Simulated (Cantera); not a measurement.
# N2O furnace oxynitridation

An isothermal, constant-pressure homogeneous reactor starts with N2O : O2 = 1 : 0.17 (molar parts), at 1100 K and 100000 Pa.

Cantera simulation using GRI-Mech 3.0 (53 species, 325 reactions); the numbers are that mechanism's predictions, not measurements. GRI-Mech 3.0 was tuned for natural gas; its chemistry of N2O as a main component is partial and can be far from experiment. The mechanism lacks the step 2 NO + O2 → 2 NO2, which can matter for NO2 below about 1400 K. The temperature is held fixed by assumption; the heat of reaction is taken as removed at once.

```
t (s)     x N2O   x O2     x NO2      x O      x NO      x N2
--------  -----  -----  --------  -------  --------  --------
2.00e-5   0.855  0.145    <1e-12  2.70e-7   4.83e-8   9.53e-7
7.02e-5   0.855  0.145  1.58e-12  3.12e-7   2.56e-7   3.94e-6
0.000247  0.855  0.145  2.44e-11  3.12e-7   1.01e-6   1.46e-5
0.000866  0.855  0.145  3.18e-10  3.12e-7   3.64e-6   5.18e-5
0.00304   0.854  0.145   3.95e-9  3.12e-7   1.29e-5  0.000183
0.0107    0.854  0.146   4.70e-8  3.12e-7   4.53e-5  0.000642
0.0375    0.851  0.146   5.09e-7  3.12e-7  0.000158   0.00225
0.132     0.843  0.148   4.24e-6  3.10e-7  0.000549   0.00784
0.462     0.815  0.156   2.19e-5  3.05e-7   0.00186    0.0268
1.62      0.727  0.180   7.79e-5  2.87e-7   0.00589    0.0864
5.70      0.510  0.241  0.000208  2.35e-7    0.0152     0.234
20.0      0.198  0.329  0.000359  1.28e-7    0.0256     0.447
```
x: mole fraction; the columns are a selection and need not sum to one.

Equilibrium at this temperature and pressure: N2O 6.74e-9, O2 0.401, NO2 4.05e-6, O 1.59e-9, NO 0.000103, N2 0.599 (gas phase only).
